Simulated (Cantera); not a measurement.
Feed: 1 mol SiH2Cl2, 0.62 mol C2H4, 1.8 mol H2, equilibrated at 1.10 mbar.

Cantera equilibrium calculation (NASA polynomials, part measured and part estimated; ideal gas, pure solids and liquids). Candidate condensed phases: C, C6H6, C7H8, C8H18, Si, SiC; 109 gas species. The numbers say what is thermodynamically allowed, not how fast it happens.

Over these rows the condensed part is C(graphite) + SiC(s). Partial pressures as log10 of bar:

```json
[
 {"T (K)": "1225", "1000/T (1/K)": "0.8163", "log p SiCl4": "-5.86", "log p H2": "-3.17", "log p HCl": "-3.37"},
 {"T (K)": "1275", "1000/T (1/K)": "0.7843", "log p SiCl4": "?", "log p H2": "-3.18", "log p HCl": "-3.37"},
 {"T (K)": "1325", "1000/T (1/K)": "0.7547", "log p SiCl4": "-6.51", "log p H2": "-3.18", "log p HCl": "-3.37"},
 {"T (K)": "1375", "1000/T (1/K)": "0.7273", "log p SiCl4": "-6.81", "log p H2": "-3.18", "log p HCl": "-3.37"},
 {"T (K)": "1425", "1000/T (1/K)": "0.7018", "log p SiCl4": "-7.09", "log p H2": "-3.17", "log p HCl": "-3.37"},
 {"T (K)": "1475", "1000/T (1/K)": "0.6780", "log p SiCl4": "-7.36", "log p H2": "-3.17", "log p HCl": "-3.37"}
]
```

Task: Fit log p(SiCl4) = a + b·(1000/T) to the five rows, give the apparent enthalpy, and predict the row at 1275 K.

Result: Means: 1000/T = 0.7356, log p = -6.726. Sxy = 0.123531, Sxx = 0.0114064, so b = 10.83 and a = -6.726 − (10.83)×0.7356 = -14.69.
Apparent enthalpy: −19.145 × (10.83) = -207 kJ/mol. With the condensed phases at unit activity, SiC(s) + 4 HCl(g) = SiCl4(g) + C(graphite) + 2 H2(g) links this pressure to the main gases: over the six rows their terms move log p by +0.00 in all, so the slope is close to that reaction's ΔH°. The five rows lie within 0.01 of the line.
Prediction at 1275 K: -14.69 + (10.83)×0.7843 = -6.20. The computed value is -6.20, 0.00 from the line.
